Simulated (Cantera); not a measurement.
**B + H₂ (boron, boron nitride and boron oxide)**

Charge: 1 mol B, 13 mol H₂, equilibrated at 2348.15 K and 2.10 Torr.

Method: chemical equilibrium by Gibbs-energy minimisation in Cantera with the NASA 1993 tables (ideal gas, pure condensed phases). Candidate condensed phases: B; 7 gas species. The tables' values for BH₂ are old estimates; treat these amounts as uncertain. Rates play no part.

```json
{
  "x(H₂)": "0.784",
  "x(H)": "0.207",
  "x(B)": "0.00654",
  "x(BH₂)": "0.00200",
  "x(BH)": "0.000236",
  "x(BH₃)": "2.81e-6",
  "n(B(s))": "0.872 mol",
  "gas_amount": "14.61 mol"
}
```
